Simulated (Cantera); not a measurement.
# Al(CH3)3 + N2 (aluminium nitride and oxide growth)

Charge: 1 mol Al(CH3)3, 33 mol N2, equilibrated at 0.00500 bar.

Cantera equilibrium calculation (NASA polynomials, part measured and part estimated; ideal gas, pure solids and liquids). Candidate condensed phases: Al, AlN, C, C6H6, C7H8, C8H18; 97 gas species. The feed counts by its element totals alone. Equilibrium is a limit: real reactors are often held back by kinetics, nucleation or transport.

| T (K) | x N2 | x H2 | x Al | x H | x HCN | x CH4 | x HNC | x AlH | n AlN(s) | n C(graphite) |
|---|---|---|---|---|---|---|---|---|---|---|
| 650 | 0.880 | 0.118 | <1e-12 | <1e-12 | 2.89e-10 | 0.00182 | <1e-12 | <1e-12 | 1.00 | 2.93 |
| 850 | 0.878 | 0.122 | <1e-12 | 1.01e-10 | 9.99e-8 | 4.60e-5 | 4.07e-11 | <1e-12 | 1.00 | 3.00 |
| 1050 | 0.878 | 0.122 | <1e-12 | 4.00e-8 | 3.64e-6 | 4.23e-6 | 7.60e-9 | <1e-12 | 1.00 | 3.00 |
| 1250 | 0.878 | 0.122 | 6.66e-12 | 2.38e-6 | 4.14e-5 | 8.13e-7 | 2.64e-7 | <1e-12 | 1.00 | 3.00 |
| 1450 | 0.878 | 0.121 | 3.20e-8 | 4.66e-5 | 0.000240 | 2.44e-7 | 3.42e-6 | 1.17e-9 | 1.000 | 2.99 |
| 1650 | 0.878 | 0.121 | 1.93e-5 | 0.000447 | 0.000900 | 9.71e-8 | 2.36e-5 | 3.36e-7 | 0.999 | 2.97 |
| 1850 | 0.874 | 0.118 | 0.00285 | 0.00262 | 0.00250 | 4.58e-8 | 0.000106 | 2.77e-5 | 0.893 | 2.90 |
| 2050 | 0.850 | 0.108 | 0.0257 | 0.0105 | 0.00541 | 2.17e-8 | 0.000336 | 0.000150 | 0 | 2.77 |
x: gas mole fraction; n: condensed amount in mol.

From 650 K to 1850 K the condensed part is AlN(s) + C(graphite). At 2050 K the condensed part is C(graphite).
